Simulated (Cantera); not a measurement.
**Thermodynamics of hydrogen reduction and annealing atmospheres, feed Cu2O + H2**

A closed system holds: 1 mol Cu2O, 7.5 mol H2, equilibrated at 27.0 mbar.

These are equilibrium values from Cantera (NASA tables, ideal gas, pure condensed phases), not measurements of a reactor. Candidate condensed phases: Cu, CuO, Cu(OH)2, Cu2O, H2O; 12 gas species. The numbers say what is thermodynamically allowed, not how fast it happens.

From 750 °C to 1050 °C the condensed part is Cu(s). From 1100 °C to 1150 °C the condensed part is Cu(l).

| T (°C) | log p H2 | log p H2O | log p Cu | log p H | n Cu(s) | n Cu(l) |
|---|---|---|---|---|---|---|
| 750 | -1.63 | -2.44 | -10.42 | -9.20 | 2.00 | 0 |
| 800 | -1.63 | -2.44 | -9.62 | -8.67 | 2.00 | 0 |
| 850 | -1.63 | -2.44 | -8.90 | -8.19 | 2.00 | 0 |
| 900 | -1.63 | -2.44 | -8.24 | -7.74 | 2.00 | 0 |
| 950 | -1.63 | -2.44 | -7.64 | -7.34 | 2.00 | 0 |
| 1000 | -1.63 | -2.44 | -7.08 | -6.96 | 2.00 | 0 |
| 1050 | -1.63 | -2.44 | -6.57 | -6.62 | 2.00 | 0 |
| 1100 | -1.63 | -2.44 | -6.10 | -6.29 | 0 | 2.00 |
| 1150 | -1.63 | -2.44 | -5.68 | -5.99 | 0 | 2.00 |
log p: log10 of the partial pressure in bar; n: condensed amount in mol.
